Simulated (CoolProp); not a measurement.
CH3F (R41) at several states: fugacity coefficient from the reference equation and from simpler models built on Tc = 44.1 °C, pc = 5906 kPa, ω = 0.200; each cubic takes its own stable root.

Values from CoolProp's reference Helmholtz-energy equation of state, Lemmon 2006. It is a short technical equation, of lower accuracy than the large ones.

| T (°C) | p (kPa) | phase | reference |
|---|---|---|---|
| -48.35 | 2220 | liquid | 0.1769 |
| -129.15 | 5680 | liquid | 0.0004055 |
| -84.95 | 11.8 | gas | 0.9945 |
| -108.85 | 582 | liquid | 0.02279 |
| 54.35 | 3530 | gas | 0.7991 |
| -98.45 | 100 | liquid | 0.2848 |

Question: How far does each simpler model (van der Waals, Redlich-Kwong, Soave-Redlich-Kwong, Peng-Robinson) lie from the reference over these 6 states: mean and median of the absolute difference, and the worst?

Answer: 
- van der Waals: mean 1086.8 %, median 215.3 %, worst +4667.0 % at -129.15 °C and 5680 kPa
- Redlich-Kwong: mean 38.9 %, median 49.9 %, worst +67.7 % at -129.15 °C and 5680 kPa
- Soave-Redlich-Kwong: mean 6.1 %, median 5.4 %, worst -13.2 % at -129.15 °C and 5680 kPa
- Peng-Robinson: mean 2.6 %, median 2.8 %, worst -5.2 % at -129.15 °C and 5680 kPa

At some of these states van der Waals gives the other phase, because its saturation line lies elsewhere.
